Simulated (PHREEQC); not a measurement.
Synthetic water in mg/L, 55 °C, pH 6.29, pe 11.9: Na 62.6; K 0.261; Ca 139; Mg 77.7; Cl 448; S(6) as SO4 56.7; Alkalinity as HCO3 108; B 0.0202; Br 1.19.

Valence states are taken as typed.

The numbers come from PHREEQC with the ion-association model, wateq4f.dat.

No solid was allowed to form.

Q: Estimate the charge-balance error.

A: charge-balance error 1.5 %.

Q: In which forms is Ca present?

A: Ca+2 96 %, CaSO4 2.6 %, CaHCO3+ 1.5 % of the Ca.

Complexes and solids missing from the database can't appear. At this temperature some constants are extrapolated from 25 °C, and those without enthalpy data are left unchanged.
